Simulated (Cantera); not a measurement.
Mixture: CH4 : CO : O2 : N2 = 1 : 0.062 : 3.22 : 12.1 (molar parts), at 18000 Torr, adiabatic and at constant volume. Ignition delay is the time to a rise of 400 K.

Detailed kinetics in Cantera: GRI-Mech 3.0 (53 species, 325 reactions). The pressure lies above the range GRI-Mech 3.0 was tuned for (to about 10 atm).

### Question
What does this change do: pressure from 18000 Torr to 7500 Torr?

### Answer
| quantity | before | after |
|---|---|---|
| delay at 1200 K | 1.59 ms | 3.93 ms |
| delay at 1350 K | 0.287 ms | 0.674 ms |
| delay at 1500 K | 69.0 µs | 0.150 ms |
| delay at 1650 K | 20.2 µs | 41.4 µs |
| delay at 1800 K | 7.01 µs | 14.1 µs |
| apparent activation energy between 1650 and 1800 K | 170 kJ/mol | 180 kJ/mol |
